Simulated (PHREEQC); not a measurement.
Consider water at 20 °C with 0.0092 mol/kgw H3PO4 and 0.04 mol/kgw HNO3. Closed to the air; pH follows from the charge balance.

Equilibrium calculation in PHREEQC: ion-association model, wateq4f.dat.

```tsv
quantity	before	after
pH	1.44	1.43
ionic strength (mol/kgw)	0.0418	0.0435
HPO4-2 (mol/kgw)	5.13e-9	9.68e-9
```

### Question
What was changed between the two runs?
(A) H3PO4 from 0.0092 to 0.0184 mol/kgw
(B) 0.04 mol/kgw Na2CO3 added
(C) temperature from 20 to 35 °C
(D) HNO3 from 0.04 to 0.06 mol/kgw

### Answer
A, H3PO4 from 0.0092 to 0.0184 mol/kgw

No solid was allowed to form. H3PO4, which wateq4f.dat lacks, is added to it with the constant of phreeqc.dat.
